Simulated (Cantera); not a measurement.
Feed: 1 mol SiO₂, 7.5 mol HBr, 19 mol H₂, held at 133 Pa.

Method: chemical equilibrium by Gibbs-energy minimisation in Cantera with the NASA 1993 tables (ideal gas, pure condensed phases). Candidate condensed phases: Br₂, H₂O, Si, SiO₂; 28 gas species. Equilibrium is a limit: real reactors are often held back by kinetics, nucleation or transport.

Task: At 975 K, list the 3 most abundant gas species with their mole fractions, and the condensed phases.

Result: H₂ 0.717, HBr 0.283, Br 2.20e-5. Condensed: SiO₂(β-quartz).
